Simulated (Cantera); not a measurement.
An isothermal, constant-pressure homogeneous reactor starts with H2 : O2 : N2 = 1.1 : 1 : 4.2 (molar parts), equivalence ratio 0.55, at 850 K and 0.760 bar. Integrator tolerance rtol = 1e-08.

Model: the H2/O2 subset of GRI-Mech 3.0, which has no nitrogen chemistry, integrated in Cantera. Below about 950 K walls govern HO2 and H2O2 in real vessels. The temperature is held fixed by assumption; the heat of reaction is taken as removed at once.

```tsv
quantity	before	after
x(H2) at 20.0 s	0.0822 (gas-phase equilibrium <1e-12)	0.0942 (gas-phase equilibrium <1e-12)
x(O2) at 20.0 s	0.116 (gas-phase equilibrium 0.0783)	0.139 (gas-phase equilibrium 0.0968)
x(H2O) at 20.0 s	0.101 (gas-phase equilibrium 0.191)	0.131 (gas-phase equilibrium 0.237)
x(OH) at 20.0 s	6.16e-9 (gas-phase equilibrium 4.25e-9)	6.82e-9 (gas-phase equilibrium 4.99e-9)
x(O) at 20.0 s	4.42e-9 (gas-phase equilibrium <1e-12)	4.31e-9 (gas-phase equilibrium <1e-12)
x(H) at 20.0 s	2.20e-8 (gas-phase equilibrium <1e-12)	2.07e-8 (gas-phase equilibrium <1e-12)
x(H2O2) at 20.0 s	0.000618 (gas-phase equilibrium 1.38e-11)	0.000760 (gas-phase equilibrium 1.90e-11)
```

**Question.** Which change was made?
A. temperature 850 to 875 K
B. N2 4.2 to 3.1 parts
C. temperature 850 to 1200 K
D. N2 4.2 to 29 parts

**Answer.** B, N2 4.2 to 3.1 parts
